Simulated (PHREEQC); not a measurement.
Synthetic water in mg/kgw, 20 °C, pH 6.25, pe -1.5:

```tsv
constituent	mg/kgw
Na	2.37
K	1.77
Ca	7.03
Mg	0.00413
Cl	7.43
S(6) as SO4	1.89
Alkalinity as HCO3	15.5
Si as SiO2	0.0775
Br	0.0104
```

Valence states are taken as typed.

The numbers come from PHREEQC with the ion-association model, phreeqc.dat.

```json
{
 "ionic_strength": "0.000694 mol/kgw",
 "charge_balance_error": "-0.4 %"
}
```

```tsv
species	molality	activity	log γ
CO2	0.000334	0.000334	0.000
HCO3-	0.000254	0.000247	-0.013
Cl-	0.000210	0.000203	-0.013
Ca+2	0.000175	0.000155	-0.051
Na+	0.000103	0.000100	-0.013
K+	4.53e-5	4.39e-5	-0.013
SO4-2	1.92e-5	1.71e-5	-0.051
```

Precipitation was switched off in this run. Species that the database lacks are ignored.
